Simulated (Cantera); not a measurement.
Gas mixture: 34.6 % NH3, 65.4 % C3H8, at 2.03 Torr, frozen composition.

Cantera's kinetic-theory transport with the Lennard-Jones parameters of GRI-Mech 3.0, ideal gas; thermal conductivity in the mixture-averaged form. Polar gases are described roughly by these parameters. The composition is frozen, though it would react at the higher temperatures.

D: mixture-averaged diffusion coefficient of that species in the mixture.

```
T (K)  ρ (kg/m³)  cp (J/kg/K)  μ (µPa s)  λ (mW/m/K)     Pr  D (cm²/s) O  D (cm²/s) N2  D (cm²/s) CH4
-----  ---------  -----------  ---------  ----------  -----  -----------  ------------  -------------
400      0.00282         2157       11.7        34.9  0.721          136          87.6            [?]
600      0.00188         2874       16.8        65.4  0.737          277           180            [?]
800      0.00141         3427       21.3        98.0  0.744          454           297            [?]
1000     0.00113         3851       25.3         131  0.746          663           434            [?]
1200    0.000940         4150       29.0         163  0.740          901           591            [?]
1400    0.000806         4401       32.4         194  0.737         1170           766            [?]
1600    0.000705         4608       35.6         223  0.735         1460           957            [?]
1800    0.000627         4777       38.6         252  0.733         1770          1160            [?]
2000    0.000564         4913       41.5         279  0.732         2110          1390            [?]
```

Complete the blanks.


- 400, D (cm²/s) CH4: 95.0
- 600, D (cm²/s) CH4: 198
- 800, D (cm²/s) CH4: 329
- 1000, D (cm²/s) CH4: 483
- 1200, D (cm²/s) CH4: 659
- 1400, D (cm²/s) CH4: 855
- 1600, D (cm²/s) CH4: 1070
- 1800, D (cm²/s) CH4: 1300
- 2000, D (cm²/s) CH4: 1550
